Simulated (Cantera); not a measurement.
A closed system holds: 1 mol CsCl, 27 mol H₂, 48 mol N₂, equilibrated at 700 K and 1.30 Pa.

Equilibrium computed with Cantera from the NASA thermochemical tables; the gas is ideal and each condensed phase is pure. Kinetics and transport are ignored.

```
species        before    after
------------  -------  -------
N₂              0.637    0.586
H₂              0.358    0.259
H               <1e-9    0.135
Cs            3.95e-8  0.00840
Cl              <1e-9  0.00236
Cs₂Cl₂        0.00122    <1e-9
HCl           3.95e-8  0.00603
CsCl          0.00394  0.00380
CsCl(s), mol    0.520        0
```
Gas species are given as mole fractions.

Problem. Name the change that produced these shifts.
A) temperature from 700 K to 1323.15 K
B) temperature from 700 K to 1925 K
C) temperature from 700 K to 873.15 K
D) temperature from 700 K to 1425 K

Solution. B, temperature from 700 K to 1925 K
